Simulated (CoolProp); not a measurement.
Saturated liquid density (kg/m³) of n-perfluoropentane: the reference equation beside estimates from Tc = 421.0 K, pc = 20.63 bar, ω = 0.436.

Values from CoolProp's reference Helmholtz-energy equation of state, Gao 2022.

| T (K) | reference | van der Waals | Redlich-Kwong | Soave-Redlich-Kwong | Peng-Robinson |
|---|---|---|---|---|---|
| 223.3 | 1830 | 1094 | 1620 | 1694 | 1905 |
| 237.6 | 1789 | 1071 | 1583 | 1662 | 1871 |
| 251.9 | 1747 | 1048 | 1542 | 1628 | 1835 |
| 266.2 | 1705 | 1023 | 1499 | 1590 | 1794 |
| 280.5 | 1661 | 996.5 | 1453 | 1549 | 1750 |
| 294.7 | 1616 | 968.9 | 1405 | 1504 | 1701 |
| 309 | 1568 | 939.2 | 1352 | 1454 | 1647 |
| 323.3 | 1517 | 907.4 | 1295 | 1399 | 1585 |
| 337.6 | 1463 | 872.9 | 1233 | 1336 | 1516 |
| 351.9 | 1402 | 835.0 | 1164 | 1266 | 1437 |
| 366.2 | 1334 | 792.8 | 1088 | 1185 | 1344 |

Absolute difference from the reference over all 11 rows, mean and median: van der Waals 40.2 and 40.1 %, Redlich-Kwong 13.8 and 13.1 %, Soave-Redlich-Kwong 7.9 and 7.3 %, Peng-Robinson 4.2 and 4.6 %.
